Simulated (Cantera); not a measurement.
Charge: 1 mol PbO, 1900 mol H₂, equilibrated at 1675 K and 0.0133 bar.

These are equilibrium values from Cantera (NASA tables, ideal gas, pure condensed phases), not measurements of a reactor. Candidate condensed phases: H₂O, Pb, PbO, PbO₂, Pb₃O₄; 12 gas species. Rates play no part.

Base state: H₂ 0.998, H 0.00100, Pb 0.000526, H₂O 0.000526 (mole fractions); condensed: gas only.

Task: What changes in the equilibrium state with this change: temperature from 1675 K to 2125 K?

Result: 
```json
[
 {"species": "H₂", "before": "0.998", "after": "0.968"},
 {"species": "H", "before": "0.00100", "after": "0.0309"},
 {"species": "Pb", "before": "0.000526", "after": "0.000518"},
 {"species": "H₂O", "before": "0.000526", "after": "0.000516"}
]
```
